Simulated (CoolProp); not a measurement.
The numbers come from the reference Helmholtz-energy equation of state, Smukala 2000 in CoolProp.

Problem. Give the vapour pressure (kPa), liquid density (kg/m³), vapour density (kg/m³) of saturated ethylene at -65.85, -49.65, -41.55 °C.

Solution. 
| T (°C) | p (kPa) | liquid density (kg/m³) | vapour density (kg/m³) |
|---|---|---|---|
| -65.85 | 608 | 509 | 11.2 |
| -49.65 | 1070 | 480 | 19.6 |
| -41.55 | 1390 | 464 | 25.4 |
